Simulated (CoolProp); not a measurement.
n-pentane along the isobar 16.6 MPa: density (kg/m³) from the reference equation and from simpler models built on Tc = 469.7 K, pc = 3.368 MPa, ω = 0.251; each cubic takes its own stable root.

The numbers come from the reference Helmholtz-energy equation of state, Thol 2019 in CoolProp.

| T (K) | phase | reference | van der Waals | Peng-Robinson |
|---|---|---|---|---|
| 231.2 | liquid | 696.0 | 430.2 | 709.2 |
| 259.1 | liquid | 672.8 | 421.1 | 691.7 |
| 287 | liquid | 649.5 | 411.7 | 672.4 |
| 314.9 | liquid | 625.7 | 402.1 | 651.0 |
| 342.8 | liquid | 601.3 | 392.2 | 627.5 |
| 370.7 | liquid | 576.1 | 381.9 | 601.5 |
| 398.6 | liquid | 549.9 | 371.4 | 573.0 |
| 426.5 | liquid | 522.5 | 360.6 | 541.8 |
